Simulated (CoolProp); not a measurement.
Vapour pressure (bar) of methanol: the reference equation beside estimates from Tc = 513.4 K, pc = 82.16 bar, ω = 0.565. Clausius-Clapeyron is anchored at 340.3 K with a constant enthalpy of vaporisation of 35.11 kJ/mol.

The numbers come from the reference Helmholtz-energy equation of state, de Reuck 1993 in CoolProp.

| T (K) | reference | Lee-Kesler | Clausius-Clapeyron | van der Waals | Redlich-Kwong | Soave-Redlich-Kwong | Peng-Robinson |
|---|---|---|---|---|---|---|---|
| 340.3 | 1.124 | 1.083 | 1.124 | 12.40 | 4.456 | 1.082 | 1.116 |
| 353.2 | 1.814 | 1.789 | 1.769 | 15.07 | 6.197 | 1.788 | 1.826 |
| 366 | 2.811 | 2.817 | 2.688 | 18.07 | 8.367 | 2.819 | 2.854 |
| 378.9 | 4.226 | 4.281 | 3.981 | 21.46 | 11.06 | 4.292 | 4.316 |
| 391.7 | 6.152 | 6.270 | 5.730 | 25.21 | 14.28 | 6.301 | 6.302 |
| 404.6 | 8.747 | 8.936 | 8.081 | 29.38 | 18.15 | 9.007 | 8.971 |
| 417.4 | 12.12 | 12.37 | 11.13 | 33.93 | 22.64 | 12.51 | 12.42 |
| 430.3 | 16.48 | 16.78 | 15.07 | 38.94 | 27.89 | 17.02 | 16.87 |

Absolute difference from the reference over all 8 rows, mean and median: Lee-Kesler 1.8 and 1.9 %, Clausius-Clapeyron 5.5 and 6.3 %, van der Waals 443.3 and 358.8 %, Redlich-Kwong 161.6 and 146.9 %, Soave-Redlich-Kwong 2.4 and 2.7 %, Peng-Robinson 1.9 and 2.2 %.
